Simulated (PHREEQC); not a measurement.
Dissolve 0.082 mol CuCl2, 0.19 mol HBF4 and 0.0031 mol H3BO3 per kg of water at 25 °C. Closed to the air; pH follows from the charge balance.

Model: ion-association model, wateq4f.dat, run in PHREEQC.

The ionic strength comes out as 0.416 mol/kgw. What activity coefficients do Cl-, BF4-, BF3OH-, CuF+, Cu+2 get?

Cl- 0.66, BF4- 0.61, BF3OH- 0.61, CuF+ 0.73, Cu+2 0.26.

Precipitation was switched off in this run. Real BF4- forms and hydrolyses slowly; the run takes it at equilibrium.
